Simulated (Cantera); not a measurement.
Feed: 1 mol SF6, 0.05 mol SO2, 17 mol H2, equilibrated at 0.810 bar.

These are equilibrium values from Cantera (NASA tables, ideal gas, pure condensed phases), not measurements of a reactor. Candidate condensed phases: H2O, H2SO4, S; 71 gas species. Ions and electrons are included (thermal ionisation). The numbers say what is thermodynamically allowed, not how fast it happens. All values below are at 3250 K.

Base state: H2 0.459, HF 0.252, H 0.242, S 0.0257, SH 0.0123, H2O 0.00290, S2 0.00217, H2S 0.00141 (mole fractions); condensed: gas only.

Problem. What changes in the equilibrium state with this change: H2 from 17 to 0.44 mol?

Solution. 
```csv
species,before,after
F,0.00125,0.732
HF,0.252,0.130
S,0.0257,0.0779
H2,0.459,3.56e-7
H,0.242,0.000213
SF,1.27e-5,0.0226
SH,0.0123,3.27e-5
SO,0.000514,0.0124
S2,0.00217,0.0199
SF2,2.25e-9,0.00235
H2S,0.00141,3.31e-9
H2O,0.00290,1.80e-8
F2,<1e-9,3.94e-5
S2F2 (SSF2),<1e-9,2.72e-5
```
The tables' values for S2F2 (SSF2), SOF2, SF3 are old estimates; treat these amounts as uncertain.
